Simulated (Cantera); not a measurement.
An isothermal, constant-pressure homogeneous reactor starts with 2.02 % C₂H₄, 1.06 % O₂, 96.2 % N₂, 0.760 % CH₄, equivalence ratio 7.2, at 1025 K and 17.0 bar.

Model: GRI-Mech 3.0 (53 species, 325 reactions), integrated in Cantera. GRI-Mech 3.0 was tuned for natural gas; its chemistry of ethylene as a main component is partial and can be far from experiment. GRI-Mech 3.0 stops at C3 and has no aromatics, soot or wall deposition, so with more carbon than oxygen in the feed, carbon stays in small species such as C2H2 where larger ones or solid carbon would form. The pressure lies above the range GRI-Mech 3.0 was tuned for (to about 10 atm).

x: mole fraction; the columns are a selection and need not sum to one.

```
t (s)     x C₂H₄     x O₂       x O      x NO    x C₂H₂
--------  ------  -------  --------  --------  --------
2.00e-6   0.0202   0.0106    <1e-12    <1e-12  1.86e-12
9.71e-6   0.0202   0.0106    <1e-12    <1e-12  9.03e-12
4.72e-5   0.0202   0.0106    <1e-12    <1e-12  4.42e-11
0.000229  0.0202   0.0106    <1e-12    <1e-12  2.21e-10
0.00111   0.0202   0.0106    <1e-12    <1e-12       ___
0.00540   0.0202   0.0106  1.97e-11    <1e-12       ___
0.0262    0.0130  2.79e-5  2.36e-11  3.29e-12       ___
0.127     0.0129  3.55e-6    <1e-12  2.50e-12       ___
0.618     0.0129  8.50e-8    <1e-12    <1e-12       ___
3.00      0.0127   <1e-12    <1e-12    <1e-12       ___
```

**Question.** Complete the blanks.

**Answer.** 
- 0.00111, x C₂H₂: 1.16e-9
- 0.00540, x C₂H₂: 2.39e-8
- 0.0262, x C₂H₂: 0.000146
- 0.127, x C₂H₂: 0.000172
- 0.618, x C₂H₂: 0.000220
- 3.00, x C₂H₂: 0.000385
